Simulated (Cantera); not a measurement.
A perfectly stirred reactor is fed with 23.3 % CO, 1.61 % H2, 0.910 % CH4, 13.0 % O2, 61.1 % N2, at 6.00 bar; it is adiabatic with a 448 K inlet, and is followed from long to short residence time, starting on the burning branch (τ in s: 0.046, 0.02, 0.0088, 0.0038, 0.0017, 0.00073, 0.00032, 0.00014, 6e-05).

Computed with Cantera and GRI-Mech 3.0 (53 species, 325 reactions).

x: mole fraction; the columns are a selection and need not sum to one.

```csv
τ (s),T (K),x CO,x H2,x CH4,x H,x CO2,x CH2,x NO
0.046,2354,0.0373,0.00101,2.91e-7,0.000227,0.234,8.14e-9,0.00158
0.020,2340,0.0392,0.00106,…,…,0.232,…,…
0.0088,2317,0.0422,…,…,…,0.229,…,…
0.0038,2281,0.0469,0.00131,1.82e-6,0.000557,0.223,4.98e-8,0.000803
0.0017,2233,0.0530,0.00152,3.12e-6,0.000844,0.216,7.68e-8,0.000524
0.00073,2166,0.0609,0.00181,5.56e-6,0.00134,0.207,1.13e-7,0.000312
0.00032,2085,0.0702,0.00214,1.01e-5,0.00211,0.196,1.56e-7,0.000190
0.00014,1986,0.0812,0.00250,1.95e-5,0.00324,0.183,2.07e-7,0.000125
6.0e-5,1855,0.0957,0.00282,4.36e-5,0.00463,0.166,2.69e-7,8.19e-5
```

Complete the blanks.


- 0.020, x CH4: 5.64e-7
- 0.020, x H: 0.000282
- 0.020, x CH2: 1.61e-8
- 0.020, x NO: 0.00139
- 0.0088, x H2: 0.00116
- 0.0088, x CH4: 1.03e-6
- 0.0088, x H: 0.000380
- 0.0088, x CH2: 2.93e-8
- 0.0088, x NO: 0.00112
